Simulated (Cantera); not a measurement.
A Cantera script and what it prints.

```python
import numpy as np
import cantera as ct

gas_names = """
    CL CLO CL2 Fe FeCL FeCL2 FeCL3 FeO Fe(OH)2 Fe2CL4 Fe2CL6 H HCL HNO HNO2 HNO3 HOCL HO2 H2 H2O H2O2 N
    NH NH2 NH3 NH2OH NO NO2 NO3 N2 N2H2 N2H4 N2O O OH O2 O3
""".split()
cond_names = """
    Fe(a) Fe(c) Fe(d) Fe(L) FeCL2(s) FeCL2(L) FeCL3(s) FeCL3(L) FeO(s) FeO(L) Fe(OH)2(s) Fe(OH)3(s)
    Fe2O3(s) Fe3O4(s) H2O(s) H2O(L) NH4CL(a) NH4CL(b)
""".split()


# ... load() reads the species with a 1 bar reference pressure and builds the phases ...
atoms = {
    'Fe2O3': {'Fe': 2, 'O': 3},
    'HCl': {'H': 1, 'CL': 1},
    'N2': {'N': 2},
}
top_T = {'Fe2O3(s)': 1830, 'Fe3O4(s)': 1870}  # K; cautious upper limits of use, not melting points


# ... equilibrate(T, P, feed) seeds the gas with the atoms and calls Mixture.equilibrate('TP', solver="vcs", rtol=1e-11, max_steps=5000) ...
results = []
feed = {'Fe2O3': 1, 'HCl': 0.013, 'N2': 0.64}  # mol
P = 10000  # Pa
for T in [873, 973, 1073, 1173, 1273, 1373, 1473, 1573]:
    mix = equilibrate(T, P, feed)
    results.append((T, P, feed, dict(zip(mix.species_names, mix.species_moles))))

top = {s: max(r[3][s] / sum(r[3][g] for g in gas_names) for r in results) for s in gas_names}
cols = sorted((s for s in top if top[s] > 1e-05), key=lambda s: -top[s])[:7]
seen = [c for c in cond_names if any(r[3].get(c, 0) > 1e-12 for r in results)]
print("log10 of partial pressures in bar; condensed amounts in mol")
print(f"{'T/K':>10s}" + "".join(f"{s[:9]:>10s}" for s in cols + seen))
for T, P, feed, n in results:
    ng = sum(n[g] for g in gas_names)
    print(f"{T:10.4g}" + "".join(f"{np.log10(max(n[s] / ng * P / 1e5, 1e-99)):10.3f}" for s in cols)
          + "".join(f"{n.get(c, 0):10.4g}" for c in seen))
```

Output:

```
log10 of partial pressures in bar; condensed amounts in mol
       T/K        N2        O2       HCL       H2O        CL     FeCL2        NO  Fe2O3(s)  Fe3O4(s)
       873    -1.009    -9.549    -2.713    -4.573    -7.178    -5.342   -10.088    0.9999         0
       973    -1.009    -7.461    -2.720    -4.372    -6.182    -4.857    -8.481    0.9999         0
      1073    -1.009    -5.905    -2.731    -4.177    -5.427    -4.482    -7.246    0.9998         0
      1173    -1.009    -5.016    -2.749    -3.979    -4.928    -4.135    -6.422    0.9997         0
      1273    -1.009    -4.585    -2.782    -3.772    -4.623    -3.846    -5.887    0.9995         0
      1373    -1.010    -3.780    -2.820    -3.625    -4.248    -3.704    -5.211     0.994  0.003577
      1473    -1.021    -2.573    -2.869    -3.536    -3.792    -3.708    -4.377    0.8909   0.07231
      1573    -1.108    -1.695    -3.016    -3.512    -3.515    -3.841    -3.776         0    0.6663
```

Cantera equilibrium calculation (NASA polynomials, part measured and part estimated; ideal gas, pure solids and liquids). Mutual solubility and eutectic melting of coexisting phases are not modelled. Condensed phases not in the tables: FeOCl.
